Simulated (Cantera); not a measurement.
Input: 1 mol SiCl₄, 0.73 mol HCl, 18 mol H₂, at 325 °C and 101000 Pa.

Cantera equilibrium calculation (NASA polynomials, part measured and part estimated; ideal gas, pure solids and liquids). Candidate condensed phases: Si; 19 gas species. Kinetics and transport are ignored.

Base state: H₂ 0.912, SiCl₄ 0.0507, HCl 0.0370, SiHCl₃ 3.28e-5 (mole fractions); condensed: gas only.

Problem. What changes in the equilibrium state with this change: temperature from 325 °C to 1352 °C?

Solution. 
```json
[
 {"species": "H₂", "before": "0.912", "after": "0.831"},
 {"species": "HCl", "before": "0.0370", "after": "0.120"},
 {"species": "SiCl₂", "before": "<1e-9", "after": "0.0377"},
 {"species": "SiCl₄", "before": "0.0507", "after": "0.00218"},
 {"species": "SiCl₃", "before": "<1e-9", "after": "0.00594"},
 {"species": "SiH₂Cl₂", "before": "1.06e-9", "after": "0.000428"},
 {"species": "H", "before": "<1e-9", "after": "6.39e-5"},
 {"species": "SiH₃Cl", "before": "<1e-9", "after": "2.34e-5"},
 {"species": "SiHCl₃", "before": "3.28e-5", "after": "0.00235"}
]
```
The tables' values for SiCl₃ are old estimates; treat these amounts as uncertain.
